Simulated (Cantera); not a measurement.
An isothermal, constant-pressure homogeneous reactor starts with 29.4 % CH₄, 70.6 % CO₂, at 1725 K and 9000 Torr.

Detailed kinetics in Cantera: GRI-Mech 3.0 (53 species, 325 reactions). The pressure lies above the range GRI-Mech 3.0 was tuned for (to about 10 atm).

x: mole fraction; the columns are a selection and need not sum to one.

```json
[
 {"t (s)": "5.00e-6", "x CH₄": "0.294", "x CO₂": "0.706", "x HO₂": "<1e-12", "x OH": "1.71e-8", "x C₂H₄": "1.36e-5", "x CH₃": "0.000341"},
 {"t (s)": "2.93e-5", "x CH₄": "0.290", "x CO₂": "0.705", "x HO₂": "<1e-12", "x OH": "3.09e-8", "x C₂H₄": "0.000398", "x CH₃": "0.000559"},
 {"t (s)": "0.000172", "x CH₄": "0.267", "x CO₂": "0.696", "x HO₂": "<1e-12", "x OH": "1.43e-7", "x C₂H₄": "0.00669", "x CH₃": "0.000760"},
 {"t (s)": "0.00101", "x CH₄": "___", "x CO₂": "___", "x HO₂": "<1e-12", "x OH": "___", "x C₂H₄": "___", "x CH₃": "___"},
 {"t (s)": "0.00592", "x CH₄": "0.0560", "x CO₂": "0.370", "x HO₂": "<1e-12", "x OH": "1.92e-6", "x C₂H₄": "0.00413", "x CH₃": "0.000183"},
 {"t (s)": "0.0347", "x CH₄": "0.0196", "x CO₂": "0.213", "x HO₂": "<1e-12", "x OH": "1.94e-6", "x C₂H₄": "0.00292", "x CH₃": "6.49e-5"},
 {"t (s)": "0.204", "x CH₄": "0.0111", "x CO₂": "0.129", "x HO₂": "<1e-12", "x OH": "1.16e-6", "x C₂H₄": "0.000702", "x CH₃": "2.80e-5"},
 {"t (s)": "1.19", "x CH₄": "0.000423", "x CO₂": "0.106", "x HO₂": "<1e-12", "x OH": "9.78e-7", "x C₂H₄": "8.51e-7", "x CH₃": "9.90e-7"},
 {"t (s)": "7.00", "x CH₄": "___", "x CO₂": "0.106", "x HO₂": "<1e-12", "x OH": "9.81e-7", "x C₂H₄": "2.59e-11", "x CH₃": "___"}
]
```

Question: Fill in the missing entries.

Answer: 
- 0.00101, x CH₄: 0.182
- 0.00101, x CO₂: 0.615
- 0.00101, x OH: 5.34e-7
- 0.00101, x C₂H₄: 0.00788
- 0.00101, x CH₃: 0.000439
- 7.00, x CH₄: 1.95e-6
- 7.00, x CH₃: 4.58e-9
